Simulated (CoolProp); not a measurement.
Values from CoolProp's reference Helmholtz-energy equation of state, Platzer 1990. This equation is an older, rougher fit.

Q: For c-C4F8 (RC318), give the phase and the cp (kJ/(kg K)), cv (kJ/(kg K)), Joule-Thomson coefficient (K/MPa), isothermal compressibility (1/MPa) at 83.15 °C and 0.164 MPa; 104.45 °C and 0.709 MPa.

A: 
- 83.15 °C and 0.164 MPa: gas; cp 0.877, cv 0.830, Joule-Thomson coefficient 9.55, isothermal compressibility 6.27
- 104.45 °C and 0.709 MPa: gas; cp 0.936, cv 0.868, Joule-Thomson coefficient 9.31, isothermal compressibility 1.58
